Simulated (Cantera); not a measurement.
A closed system holds: 1 mol SiC, 0.11 mol Si, 0.06 mol H2, equilibrated at 2.70 mbar.

Cantera equilibrium calculation (NASA polynomials, part measured and part estimated; ideal gas, pure solids and liquids). Candidate condensed phases: C, C6H6, C7H8, C8H18, Si, SiC; 87 gas species. Mutual solubility and eutectic melting of coexisting phases are not modelled. Gases not in the tables: Si2H6 and higher silanes. The numbers say what is thermodynamically allowed, not how fast it happens.

### Question
At 1875 K, list the 6 most abundant gas species with their mole fractions, and the condensed phases.

### Answer
H2 0.984, H 0.0125, Si 0.00335, SiH 0.000160, Si2C 5.22e-5, SiH2 4.89e-5. Condensed: Si(l) + SiC(s).
